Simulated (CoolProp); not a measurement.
Saturation properties of chlorine (Tc = 416.9 K, pc = 7642 kPa, ω = 0.070).

Model: reference Helmholtz-energy equation of state, Thol 2021, in CoolProp.

```tsv
T (K)	p (kPa)	liquid density (kg/m³)	vapour density (kg/m³)	enthalpy of vaporisation (kJ/kg)	liquid cp (kJ/(kg K))
283.3	506.9	1438	16.59	259.0	0.9722
294.1	693.9	1405	22.34	251.1	0.9865
305	930.0	1371	29.58	242.4	1.004
315.8	1217	1336	38.42	233.2	1.026
326.6	1563	1299	49.23	223.2	1.053
337.4	1974	1261	62.38	212.2	1.087
348.3	2461	1219	78.52	200.2	1.132
359.1	3022	1174	98.07	186.9	1.191
369.9	3666	1125	122.2	172.0	1.274
380.8	4408	1070	152.8	154.8	1.403
391.6	5241	1005	192.6	134.6	1.633
```

It boils at 239.2 K under 1 atm.
